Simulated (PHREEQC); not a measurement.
Make-up at 30 °C: 0.25 mol HF, 0.055 mol H2SiF6 and 0.0046 mol H3PO4 per kg of water. Closed to the air; pH follows from the charge balance.

The numbers come from PHREEQC with the ion-association model, wateq4f.dat.

Precipitation was switched off in this run.

Question: Predict the pH, activity of water, ionic strength.

Answer: pH 1.04; activity of water 0.994; ionic strength 0.168 mol/kgw.

Question: In which forms is F present?

Answer: SiF6-2 57 %, HF 26 %, H2F2 17 % of the F.

wateq4f.dat counts part of the HF as a dimer, H2F2, which phreeqc.dat doesn't know; its constant is uncertain. H3PO4, which wateq4f.dat lacks, is added to it with the constant of phreeqc.dat. SiF6-2 is the database's only silicon fluoride.
